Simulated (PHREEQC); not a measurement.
0.11 g of hydrous ferric oxide (600 m²/g; 0.2 weak and 0.005 strong sites per Fe, Dzombak-Morel constants, diffuse double layer) in 1 kg of water with 0.3 mol/kgw of an inert sodium salt, at 25 °C; the pH is set by adding NaOH or the inert anion's acid. Oxygen alone is held at its pressure in air (log pO2 = -0.68). The system is closed to CO2. Precipitation was switched off in this run.

Base run: PHREEQC, ion-association model, wateq4f.dat. Each further column changes one thing. The table gives surface charge σ (C/m²).

```tsv
pH	base	background salt from 0.3 to 0.03 mol/kgw	oxide from 0.11 to 0.55 g/kgw	0.00042 mol/kgw NaF added
3	0.368	0.350	0.368	0.292
4	0.349	0.271	0.349	0.260
4.5	0.318	0.213	0.318	0.242
5.5	0.210	0.111	0.210	0.173
6.5	0.106	0.047	0.106	0.094
7.5	0.034	0.014	0.034	0.032
8	0.006	0.002	0.006	0.005
9	-0.051	-0.021	-0.051	-0.052
```

The oxide is taken as insoluble; below pH 4 it would dissolve.
